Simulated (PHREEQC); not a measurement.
A column of 0.2 m (40 cells, dispersivity 0.016 m, 300 s a shift, diffusion coefficient 3e-10 m²/s) holds 0.00047 eq of the database's cation exchanger X per kg of pore water, first in equilibrium with 14 mmol/kgw SrCl2 and 0.01 mmol/kgw HCl. It is flushed with 0.00034 mol/kgw LiCl and 1e-05 mol/kgw HCl, at 25 °C. Values are for the last cell. CO2 from the air is kept out. Precipitation was switched off in this run.

The series has 34 steps of pore volumes, from 0 to 4.963.

The numbers come from PHREEQC with the ion-association model, phreeqc.dat.

After how many pore volumes does Li at the outlet first reach half of its feed value?

By 1.1 pore volumes.
